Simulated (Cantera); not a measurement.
Predominance diagram of Ca at 1177 °C against the partial pressures of O₂ and Br₂ (log10, bar). Standard-state values (1 bar) from the NASA 1993 polynomials, evaluated with Cantera. Candidates: Ca(l), CaBr₂(l), CaO(s). Only these pure phases compete in this equilibrium. Not in the tables: oxide halides.

```
log p(Br₂) \ log p(O₂)
        columns: -14, -13.3, -12.7, -12, -11.4, -10.7, -10.1, -9.4, -8.8, -8.1, -7.5, -6.8, -6.2, -5.5, -4.9, -4.2, -3.6, -2.9, -2.3, -1.6, -1, -0.3, 0.3, 1
      0  A A A A A A A A A A A A A A A A A A A A A A A A
     -2  A A A A A A A A A A A A A A A A A A A B B B B B
     -4  A A A A A A A A A A A A A B B B B B B B B B B B
     -6  A A A A A A A B B B B B B B B B B B B B B B B B
     -8  A B B B B B B B B B B B B B B B B B B B B B B B
    -10  B B B B B B B B B B B B B B B B B B B B B B B B
    -12  B B B B B B B B B B B B B B B B B B B B B B B B
    -14  B B B B B B B B B B B B B B B B B B B B B B B B
    -16  B B B B B B B B B B B B B B B B B B B B B B B B
```

A: CaBr₂(l); B: CaO(s).
